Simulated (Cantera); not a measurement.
An adiabatic, constant-pressure homogeneous reactor starts with CO : H₂ : O₂ : N₂ = 1 : 0.56 : 1.56 : 7.8 (molar parts), equivalence ratio 0.50, at 1523 K and 5.00 bar. Integrator tolerance rtol = 1e-08.

Cantera simulation using GRI-Mech 3.0 (53 species, 325 reactions); the numbers are that mechanism's predictions, not measurements. The hydrogen kinetics of GRI-Mech 3.0 are dated; newer H2 mechanisms differ, most at raised pressure.

Q: What does this change do: pressure from 5.00 bar to 1.01 bar?

A: 
```csv
quantity,before,after
time of steepest temperature rise,5.05 µs,24.3 µs
temperature at 2.00 s,2477 K,2435 K
equilibrium temperature,2477 K,2435 K
x(CO) at 2.00 s,0.00511 (gas-phase equilibrium 0.00511),0.00859 (gas-phase equilibrium 0.00859)
x(H₂) at 2.00 s,0.000465 (gas-phase equilibrium 0.000465),0.000810 (gas-phase equilibrium 0.000810)
x(O₂) at 2.00 s,0.0710 (gas-phase equilibrium 0.0710),0.0722 (gas-phase equilibrium 0.0722)
x(NO) at 2.00 s,0.0126 (gas-phase equilibrium 0.0126),0.0118 (gas-phase equilibrium 0.0118)
x(OH) at 2.00 s,0.00495 (gas-phase equilibrium 0.00495),0.00639 (gas-phase equilibrium 0.00639)
```

Q: What does this change do: pressure from 5.00 bar to 19.0 bar?

A: 
```
quantity                                                              before                                      after
---------------------------------  -----------------------------------------  -----------------------------------------
time of steepest temperature rise                                    5.05 µs                                    1.70 µs
temperature at 2.00 s                                                 2477 K                                     2501 K
equilibrium temperature                                               2477 K                                     2501 K
x(CO) at 2.00 s                      0.00511 (gas-phase equilibrium 0.00511)    0.00306 (gas-phase equilibrium 0.00306)
x(H₂) at 2.00 s                    0.000465 (gas-phase equilibrium 0.000465)  0.000274 (gas-phase equilibrium 0.000274)
x(O₂) at 2.00 s                        0.0710 (gas-phase equilibrium 0.0710)      0.0704 (gas-phase equilibrium 0.0704)
x(NO) at 2.00 s                        0.0126 (gas-phase equilibrium 0.0126)      0.0131 (gas-phase equilibrium 0.0131)
x(OH) at 2.00 s                      0.00495 (gas-phase equilibrium 0.00495)    0.00385 (gas-phase equilibrium 0.00385)
```
The pressure lies above the range GRI-Mech 3.0 was tuned for (to about 10 atm).
